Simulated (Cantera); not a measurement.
## Stirred combustor or abatement burner

A perfectly stirred reactor is fed with CO : H₂ : CH₄ : O₂ : N₂ = 1 : 0.13 : 0.12 : 0.671 : 2.52 (molar parts), equivalence ratio 1.2, at 7500 Torr; it is adiabatic with a 348 K inlet, and is followed from long to short residence time, starting on the burning branch (τ in s: 0.081, 0.035, 0.015, 0.0067, 0.0029, 0.0013, 0.00056, 0.00024, 0.00011, 4.6e-05, 2e-05, 8.9e-06).

Cantera simulation using GRI-Mech 3.0 (53 species, 325 reactions); the numbers are that mechanism's predictions, not measurements.

```
τ (s)    T (K)    x CO     x H₂     x CH₄    x NO₂     x CH₃
-------  -----  ------  -------  --------  -------  --------
0.081     2431  0.0655  0.00444   3.30e-7  1.93e-7   2.05e-7
0.035     2429  0.0658  0.00446   7.08e-7  2.03e-7   4.41e-7
0.015     2424  0.0662  0.00450   1.44e-6  2.20e-7   8.95e-7
0.0067    2416  0.0671  0.00457   2.64e-6  2.44e-7   1.63e-6
0.0029    2401  0.0687  0.00470   4.70e-6  2.71e-7   2.83e-6
0.0013    2379  0.0711  0.00490   7.95e-6  2.85e-7   4.57e-6
0.00056   2342  0.0750  0.00525   1.37e-5  2.76e-7   7.31e-6
0.00024   2290  0.0806  0.00574   2.43e-5  2.40e-7   1.16e-5
0.00011   2224  0.0874  0.00633   4.23e-5  1.95e-7   1.77e-5
4.6e-5    2128  0.0973  0.00708   8.44e-5  1.47e-7   2.91e-5
2.0e-5    2006   0.110  0.00772  0.000186  1.07e-7   4.93e-5
8.9e-6    1789   0.140  0.00797  0.000692  5.22e-8  0.000106
```
x: mole fraction; the columns are a selection and need not sum to one.
